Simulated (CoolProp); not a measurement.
Normal hydrogen at 950 K and 0.167 MPa is throttled through a valve to 0.0556 MPa with no heat exchange. Each further row changes one setting.

Values from CoolProp's reference Helmholtz-energy equation of state, Leachman 2009.

```
case                        final density (kg/m³)
--------------------------  ---------------------
as stated                                       …
outlet pressure 0.0167 MPa                      …
outlet pressure 0.0723 MPa                      …
```

Task: Some entries are withheld; supply them.

Result: 
- as stated, final density (kg/m³): 0.0142
- outlet pressure 0.0167 MPa, final density (kg/m³): 0.00426
- outlet pressure 0.0723 MPa, final density (kg/m³): 0.0184
